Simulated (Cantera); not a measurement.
A closed system holds: 1 mol V, 0.55 mol NH3, at 1825 °C and 0.00260 bar.

These are equilibrium values from Cantera (NASA tables, ideal gas, pure condensed phases), not measurements of a reactor. Candidate condensed phases: V, VN; 11 gas species. Condensed phases not in the tables: V2N, N, O or C dissolved in the metal. The numbers say what is thermodynamically allowed, not how fast it happens.

Base state: H2 0.703, N2 0.243, H 0.0506, V 0.00364 (mole fractions); condensed: V(s).

Problem. What changes in the equilibrium state with this change: temperature from 1825 °C to 2400 °C?

Solution. 
```csv
species,before,after
V,0.00364,0.388
H,0.0506,0.370
H2,0.703,0.135
N2,0.243,0.107
VN,1.45e-7,1.02e-5
"V(s), mol",0.996,0
```

Problem. What changes in the equilibrium state with this change: pressure from 0.00260 bar to 0.133 bar?

Solution. 
| species | before | after |
|---|---|---|
| H2 | 0.703 | 0.945 |
| N2 | 0.243 | 0.0471 |
| H | 0.0506 | 0.00820 |
| V | 0.00364 | 7.10e-5 |
| V(s), mol | 0.996 | 0.532 |
| VN(s), mol | 0 | 0.468 |
Mutual solubility and eutectic melting of coexisting phases are not modelled. VN: taken at fixed stoichiometry.
